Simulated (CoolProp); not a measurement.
R227EA at 263.89 K and 0.1 MPa is throttled through a valve to 0.0519 MPa with no heat exchange. Each further row changes one setting.

Computed with CoolProp (reference Helmholtz-energy equation of state, Lemmon 2016).

```
case                        temperature change (K)  final density (kg/m³)
--------------------------  ----------------------  ---------------------
as stated                                     -1.4                   4.14
outlet pressure 0.0156 MPa                    -2.4                   1.23
outlet pressure 0.0675 MPa                    -0.9                   5.41
```
